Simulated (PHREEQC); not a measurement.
Consider water at 20 °C with 0.0025 mol Cu(NO3)2 and 5.6e-05 mol HCl per kg of water. Closed to the air; pH follows from the charge balance.

Model: ion-association model, phreeqc.dat, run in PHREEQC.

This is a speciation only: nothing precipitates in the calculation.

Question: What pH, specific conductance does the model give?

Answer: pH 4.28; specific conductance 533 µS/cm.

Complexes and solids missing from the database can't appear.
